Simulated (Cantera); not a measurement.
A closed system holds: 1 mol H2O, 0.045 mol H2, at 1202 °C and 0.0133 bar.

Equilibrium computed with Cantera from the NASA thermochemical tables; the gas is ideal and each condensed phase is pure. Candidate condensed phases: H2O; 9 gas species. Kinetics and transport are ignored.

Base state: H2O 0.957, H2 0.0431, H 2.33e-5, OH 1.36e-5 (mole fractions); condensed: gas only.

Question: What changes in the equilibrium state with this change: 0.014 mol CO2 added?

Answer: 
```csv
species,before,after
H2O,0.957,0.946
H2,0.0431,0.0412
CO2,0,0.0119
CO,0,0.00129
H,2.33e-5,2.28e-5
```
Further candidate phases: C, C6H6, C7H8, C8H18.
